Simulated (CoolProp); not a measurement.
Saturated liquid density (kg/m³) of chloromethane (R40): the reference equation beside estimates from Tc = 418.6 K, pc = 6929 kPa, ω = 0.150. Rackett uses Z = 0.29056 − 0.08775 ω.

Computed with CoolProp (reference Helmholtz-energy equation of state, Thol 2014).

```json
[
 {"T (K)": "281.9", "reference": "943.8", "Rackett": "919.6", "van der Waals": "586.7", "Redlich-Kwong": "854.7", "Peng-Robinson": "984.8"},
 {"T (K)": "291.4", "reference": "925.3", "Rackett": "902.4", "van der Waals": "575.6", "Redlich-Kwong": "835.2", "Peng-Robinson": "964.5"},
 {"T (K)": "300.9", "reference": "906.2", "Rackett": "884.5", "van der Waals": "564.1", "Redlich-Kwong": "814.7", "Peng-Robinson": "942.8"},
 {"T (K)": "310.4", "reference": "886.3", "Rackett": "865.9", "van der Waals": "552.1", "Redlich-Kwong": "793.2", "Peng-Robinson": "919.8"},
 {"T (K)": "319.9", "reference": "865.6", "Rackett": "846.6", "van der Waals": "539.4", "Redlich-Kwong": "770.5", "Peng-Robinson": "895.1"},
 {"T (K)": "329.4", "reference": "843.9", "Rackett": "826.4", "van der Waals": "526.1", "Redlich-Kwong": "746.5", "Peng-Robinson": "868.7"},
 {"T (K)": "338.9", "reference": "821.0", "Rackett": "805.1", "van der Waals": "511.9", "Redlich-Kwong": "721.1", "Peng-Robinson": "840.2"},
 {"T (K)": "348.4", "reference": "796.7", "Rackett": "782.5", "van der Waals": "496.9", "Redlich-Kwong": "693.9", "Peng-Robinson": "809.4"},
 {"T (K)": "357.9", "reference": "770.6", "Rackett": "758.4", "van der Waals": "480.7", "Redlich-Kwong": "664.8", "Peng-Robinson": "775.7"},
 {"T (K)": "367.4", "reference": "742.2", "Rackett": "732.3", "van der Waals": "463.2", "Redlich-Kwong": "633.3", "Peng-Robinson": "738.7"},
 {"T (K)": "376.9", "reference": "710.7", "Rackett": "703.5", "van der Waals": "443.9", "Redlich-Kwong": "598.7", "Peng-Robinson": "697.5"},
 {"T (K)": "386.4", "reference": "674.6", "Rackett": "671.1", "van der Waals": "422.2", "Redlich-Kwong": "560.2", "Peng-Robinson": "650.8"},
 {"T (K)": "395.9", "reference": "631.2", "Rackett": "632.9", "van der Waals": "397.1", "Redlich-Kwong": "516.0", "Peng-Robinson": "596.3"},
 {"T (K)": "405.4", "reference": "573.3", "Rackett": "584.3", "van der Waals": "365.9", "Redlich-Kwong": "462.1", "Peng-Robinson": "529.0"}
]
```

Absolute difference from the reference over all 14 rows, mean and median: Rackett 1.7 and 1.9 %, van der Waals 37.5 and 37.6 %, Redlich-Kwong 13.3 and 12.5 %, Peng-Robinson 3.3 and 3.5 %.
